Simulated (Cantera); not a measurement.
**Catalytic stagnation flow on Pt**

A jet of CH4 : O2 : N2 = 0.022 : 0.19 : 0.79 (molar parts), equivalence ratio 0.23 at 300 K and 0.0290 bar hits a platinum plate 2.3 cm away at a mass flux of 0.15 kg/m²/s; the plate temperature is set and raised in steps from an oxygen-covered start.

Computed with Cantera and Deutschmann's 1995 Pt surface mechanism with GRI-Mech 3.0 gas chemistry. Catalytic surfaces can have several steady states; this one follows from the mechanism file's or the stated starting coverage.

| plate T (K) | wall x CH4 | wall x O2 | wall x H2O | wall x OH | wall x CO | wall x CO2 | θ free Pt | θ O* |
|---|---|---|---|---|---|---|---|---|
| 950 | 0.0187 | 0.183 | 0.00604 | 7.09e-8 | 1.04e-5 | 0.00397 | 0.300 | 0.699 |
| 1000 | 0.0172 | 0.180 | 0.00877 | 2.13e-7 | 1.30e-5 | 0.00577 | 0.371 | 0.628 |
| 1050 | 0.0157 | 0.176 | 0.0116 | 5.55e-7 | 1.59e-5 | 0.00761 | 0.442 | 0.558 |
| 1100 | 0.0143 | 0.173 | 0.0142 | 1.29e-6 | 1.92e-5 | 0.00936 | 0.510 | 0.490 |
| 1150 | 0.0130 | 0.171 | 0.0165 | 2.72e-6 | 2.31e-5 | 0.0109 | 0.575 | 0.425 |
| 1200 | 0.0119 | 0.168 | 0.0185 | 5.31e-6 | 2.78e-5 | 0.0122 | 0.635 | 0.364 |
| 1250 | 0.0110 | 0.166 | 0.0202 | 9.64e-6 | 3.37e-5 | 0.0133 | 0.691 | 0.309 |
| 1300 | 0.0102 | 0.165 | 0.0215 | 1.65e-5 | 4.12e-5 | 0.0142 | 0.740 | 0.260 |
x: mole fraction at the wall; θ: surface coverage.
